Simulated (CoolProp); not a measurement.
Computed with CoolProp (reference Helmholtz-energy equation of state, Zhou 2011).

Task: For dimethyl carbonate, give the phase and the cp (kJ/(kg K)), Joule-Thomson coefficient (K/MPa), isothermal compressibility (1/MPa), fugacity coefficient at 445.9 K and 0.65 MPa.

Result: 
- 445.9 K and 0.65 MPa: gas; cp 1.64, Joule-Thomson coefficient 14.5, isothermal compressibility 1.73, fugacity coefficient 0.907
